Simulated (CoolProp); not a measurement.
The numbers come from the reference Helmholtz-energy equation of state, Wu 2012 in CoolProp.

For fluoroethane (R161), give the phase and the speed of sound (m/s) at 380 K and 0.025 MPa; 380 K and 0.0445 MPa.


- 380 K and 0.025 MPa: gas; speed of sound 272
- 380 K and 0.0445 MPa: gas; speed of sound 272
